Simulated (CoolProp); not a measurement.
Vapour pressure (MPa) of ethylene: the reference equation beside estimates from Tc = 282.4 K, pc = 5.042 MPa, ω = 0.087.

Computed with CoolProp (reference Helmholtz-energy equation of state, Smukala 2000).

| T (K) | reference | van der Waals | Peng-Robinson |
|---|---|---|---|
| 132 | 0.005461 | 0.08761 | 0.005937 |
| 141.8 | 0.01391 | 0.1443 | 0.01472 |
| 151.7 | 0.03118 | 0.2245 | 0.03233 |
| 161.5 | 0.06211 | 0.3305 | 0.06353 |
| 171.3 | 0.1133 | 0.4668 | 0.1148 |
| 181.1 | 0.1924 | 0.6371 | 0.1936 |
| 191 | 0.3092 | 0.8469 | 0.3099 |
| 200.8 | 0.4706 | 1.095 | 0.4706 |
| 210.6 | 0.6874 | 1.387 | 0.6869 |
| 220.4 | 0.9696 | 1.724 | 0.9691 |
| 230.3 | 1.332 | 2.113 | 1.333 |

Absolute difference from the reference over all 11 rows, mean and median: van der Waals 416.5 and 231.1 %, Peng-Robinson 2.1 and 0.6 %.
